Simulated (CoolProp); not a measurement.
Values from CoolProp's reference Helmholtz-energy equation of state, Lemmon 2006. It is a short technical equation, of lower accuracy than the large ones.

Q: For CH3F (R41), give the phase and the density (kg/m³), cp (kJ/(kg K)), isothermal compressibility (1/MPa), expansivity (1/kK) at 169 K and 136 bar; 169 K and 227 bar.

A: 
- 169 K and 136 bar: liquid; density 946, cp 2.03, isothermal compressibility 0.000952, expansivity 1.91
- 169 K and 227 bar: liquid; density 954, cp 2.01, isothermal compressibility 0.000876, expansivity 1.82
